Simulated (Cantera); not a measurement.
Charge: 1 mol TEOS, 0.96 mol N₂O, 66 mol N₂, held at 1400 K.

These are equilibrium values from Cantera (NASA tables, ideal gas, pure condensed phases), not measurements of a reactor. Candidate condensed phases: C, C₆H₆, C₇H₈, C₈H₁₈, H₂O, Si, SiC, SiO₂, Si₂N₂O, Si₃N₄; 151 gas species. The feed counts by its element totals alone. Kinetics and transport are ignored.

At 0.00710 bar, list the 6 most abundant gas species with their mole fractions, and the condensed phases.

N₂ 0.821, H₂ 0.123, CO 0.0551, HCN 0.000158, H 2.03e-5, SiO 1.13e-5. Condensed: C(graphite) + Si₂N₂O(s).
